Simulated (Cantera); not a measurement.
Mixture: CH4 : O2 : N2 = 1 : 0.952 : 3.33 (molar parts), equivalence ratio 2.1, at 6600 Torr, adiabatic and at constant pressure. Ignition delay is the time to a rise of 400 K.

Computed with Cantera and GRI-Mech 3.0 (53 species, 325 reactions).

Task: Predict: delay at 1173 K; delay at 1323 K; delay at 1473 K; delay at 1623 K; delay at 1773 K; apparent activation energy between 1698 and 1848 K.

Result: 
```json
{
 "delay at 1173 K": "10.9 ms",
 "delay at 1323 K": "1.80 ms",
 "delay at 1473 K": "0.366 ms",
 "delay at 1623 K": "86.9 µs",
 "delay at 1773 K": "24.8 µs",
 "apparent activation energy between 1698 and 1848 K": "200 kJ/mol"
}
```
